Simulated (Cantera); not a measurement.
**Fe₃O₄ + C + N₂ (carbothermic reduction)**

Feed: 1 mol Fe₃O₄, 1.2 mol C, 1.1 mol N₂, equilibrated at 1.70 mbar.

Cantera equilibrium calculation (NASA polynomials, part measured and part estimated; ideal gas, pure solids and liquids). Candidate condensed phases: C, Fe, Fe(CO)₅, FeO, Fe₂O₃, Fe₃O₄; 27 gas species. Each liquid is taken as pure. Mutual solubility and eutectic melting of coexisting phases are not modelled. The tables' stoichiometric FeO is somewhat more stable than real wüstite, so its field is too wide. FeO: taken at fixed stoichiometry. Rates play no part.

From 1348 K to 1648 K the condensed part is Fe(γ) + FeO(s). At 1748 K the condensed part is Fe(δ) + FeO(l). From 1848 K to 1948 K the condensed part is Fe(l) + FeO(l). From 2048 K to 2248 K the condensed part is FeO(l). From 2348 K to 2648 K nothing is condensed. The main Fe-bearing gas is Fe throughout.

```tsv
T (K)	x N₂	x CO	x Fe	x O	x CO₂	x O₂	x FeO	n Fe(γ)	n FeO(s)	n Fe(δ)	n FeO(l)	n Fe(l)
1348	0.478	0.442	2.40e-6	1.66e-11	0.0793	2.83e-12	1.62e-9	0.382	2.62	0	0	0
1448	0.478	0.447	2.80e-5	4.19e-10	0.0748	7.84e-11	3.52e-8	0.372	2.63	0	0	0
1548	0.478	0.451	0.000237	6.93e-9	0.0708	1.40e-9	5.05e-7	0.362	2.64	0	0	0
1648	0.478	0.454	0.00153	8.13e-8	0.0673	1.75e-8	5.19e-6	0.351	2.64	0	0	0
1748	0.474	0.459	0.00795	6.52e-7	0.0587	1.35e-7	3.66e-5	0	0	0.318	2.66	0
1848	0.462	0.452	0.0335	4.25e-6	0.0517	8.55e-7	0.000206	0	0	0	2.68	0.243
1948	0.421	0.416	0.118	2.35e-5	0.0441	4.74e-6	0.000962	0	0	0	2.68	0.00813
2048	0.402	0.356	0.156	0.000255	0.0823	0.000120	0.00383	0	0	0	2.56	0
2148	0.372	0.278	0.203	0.00218	0.128	0.00218	0.0133	0	0	0	2.36	0
2248	0.305	0.185	0.276	0.0144	0.149	0.0266	0.0409	0	0	0	1.86	0
2348	0.171	0.101	0.394	0.0521	0.0881	0.108	0.0796	0	0	0	0	0
2448	0.163	0.122	0.398	0.0884	0.0592	0.107	0.0556	0	0	0	0	0
2548	0.155	0.137	0.397	0.136	0.0366	0.0939	0.0372	0	0	0	0	0
2648	0.149	0.145	0.392	0.189	0.0210	0.0731	0.0237	0	0	0	0	0
```
x: gas mole fraction; n: condensed amount in mol.
